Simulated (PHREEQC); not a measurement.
Solution (25 °C): 0.0058 mol CuSO4, 3.6e-05 mol CaCl2 and 0.022 mol NaH2PO4 per kg of water. Closed to the air; pH follows from the charge balance.

All values are PHREEQC results (ion-association model, wateq4f.dat), not measurements.

**Question.** The ionic strength comes out as 0.0406 mol/kgw. What activity coefficients do HSO4-, SO4-2, Cu+2, Ca+2, NaSO4- get?

**Answer.** HSO4- 0.83, SO4-2 0.49, Cu+2 0.51, Ca+2 0.50, NaSO4- 0.84.

No solid was allowed to form. The solution is supersaturated, for example in Cu3(PO4)2:3H2O, so a real one may precipitate; this is no full list. H3PO4, which wateq4f.dat lacks, is added to it with the constant of phreeqc.dat. The database has no phosphate complexes of Cu.
